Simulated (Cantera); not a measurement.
A perfectly stirred reactor is fed with NO : N2 = 1 : 0.15 (molar parts), at 0.306 atm; it is held at 1798 K, and followed from long to short residence time.

Detailed kinetics in Cantera: GRI-Mech 3.0 (53 species, 325 reactions).

Q: What does this change do: pressure from 0.306 atm to 0.0263 atm?

A: 
| quantity | before | after |
|---|---|---|
| x(NO) at τ = 1.10 s | 0.766 | 0.857 |
| x(O) at τ = 1.10 s | 5.50e-5 | 0.000118 |
| x(N2) at τ = 1.10 s | 0.182 | 0.136 |
| x(N2O) at τ = 1.10 s | 0.000225 | 0.000246 |
| x(O2) at τ = 1.10 s | 0.0511 | 0.00594 |
| x(NO) at τ = 61.0 ms | 0.863 | 0.869 |
| x(O) at τ = 61.0 ms | 2.67e-5 | 7.71e-5 |
| x(N2) at τ = 61.0 ms | 0.134 | 0.131 |
| x(N2O) at τ = 61.0 ms | 0.000272 | 0.000140 |
| x(O2) at τ = 61.0 ms | 0.00310 | 0.000201 |
Radical loss at walls, strong at low pressure, is not modelled.
